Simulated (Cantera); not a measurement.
Cantera with NASA thermochemical tables; ideal gases at 1 bar, condensed phases pure. Values are per mole of reaction as written; species without (g) are pure solids or liquids, kept so even where they would boil at 1 bar.

CuF2 + 2 CF2(g) ⇌ Cu + 2 CF3(g), with ΔH° = -37.7 kJ and ΔS° = 4.1 J/K at 300 K.

Question: How far is the shortcut ΔG° ≈ ΔH°(300 K) − T·ΔS°(300 K) from the full temperature-dependent value at 1000, 1150, 1300, 1450, 1600, 1750, 1900, 2050, 2200, 2350 K?

Answer: 
| T (K) | shortcut (kJ) | full (kJ) | difference (kJ) | difference in log10 K | condensed phases |
|---|---|---|---|---|---|
| 1000 | -41.8 | -32.6 | -9.2 | 0.48 | CuF2(s), Cu(s) |
| 1150 | -42.4 | -27.7 | -14.7 | 0.67 | CuF2(l), Cu(s) |
| 1300 | -43.0 | -16.9 | -26.1 | 1.05 | CuF2(l), Cu(s) |
| 1450 | -43.6 | -6.6 | -37.0 | 1.33 | CuF2(l), Cu(l) |
| 1600 | -44.2 | 3.4 | -47.6 | 1.55 | CuF2(l), Cu(l) |
| 1750 | -44.9 | 13.7 | -58.5 | 1.75 | CuF2(l), Cu(l) |
| 1900 | -45.5 | 24.2 | -69.7 | 1.92 | CuF2(l), Cu(l) |
| 2050 | -46.1 | 35.0 | -81.1 | 2.07 | CuF2(l), Cu(l) |
| 2200 | -46.7 | 46.0 | -92.7 | 2.20 | CuF2(l), Cu(l) |
| 2350 | -47.3 | 57.2 | -104.5 | 2.32 | CuF2(l), Cu(l) |
The shortcut ignores heat capacities and the phase changes listed.
